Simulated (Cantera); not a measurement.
What does this Cantera script print?

```python
import numpy as np
import cantera as ct

gas_names = """
    CL CL2 H HCL H2 N NH NH2 NH3 N2 N2H2 N2H4 Si SiCL SiCL2 SiCL3 SiCL4 SiH SiHCL3 SiH2 SiH2CL2 SiH3
    SiH3CL SiH4 SiN Si2 Si2N Si3
""".split()
cond_names = """
    NH4CL(a) NH4CL(b) Si(cr) Si(L) Si3N4(a)
""".split()


# ... load() reads the species with a 1 bar reference pressure and builds the phases ...
atoms = {
    'SiH4': {'Si': 1, 'H': 4},
    'Cl2': {'CL': 2},
    'N2': {'N': 2},
}
top_T = {'Si3N4(a)': 2400}  # K; cautious upper limits of use, not melting points


# ... equilibrate(T, P, feed) seeds the gas with the atoms and calls Mixture.equilibrate('TP', solver="vcs", rtol=1e-11, max_steps=5000) ...
results = []
feed = {'SiH4': 1, 'Cl2': 0.0096, 'N2': 270}  # mol
T = 850  # K
P = 133.322  # Pa
mix = equilibrate(T, P, feed)
results.append((T, P, feed, dict(zip(mix.species_names, mix.species_moles))))
x = sorted(zip(gas.X, gas.species_names), reverse=True)
print(f"T = {T:g} K  P = {P:g} Pa  gas = {mix.phase_moles(0):.4g} mol")
print("   x: " + "  ".join(f"{s} {v:.3e}" for v, s in x if v > 1e-06))
print("   condensed (mol): " + ("  ".join(f"{mix.phase(i).name} {mix.phase_moles(i):.4g}"
      for i in range(1, mix.n_phases) if mix.phase_moles(i) > 1e-12) or "none"))
```

Result:

```
T = 850 K  P = 133.322 Pa  gas = 271.3 mol
   x: N2 9.926e-01  H2 7.335e-03  HCL 7.076e-05
   condensed (mol): Si3N4(a) 0.3333
```

Method: chemical equilibrium by Gibbs-energy minimisation in Cantera with the NASA 1993 tables (ideal gas, pure condensed phases). N2 is the only nitrogen source here; it is nearly inert below about 1500 K, so the nitride shown seldom forms there in practice.
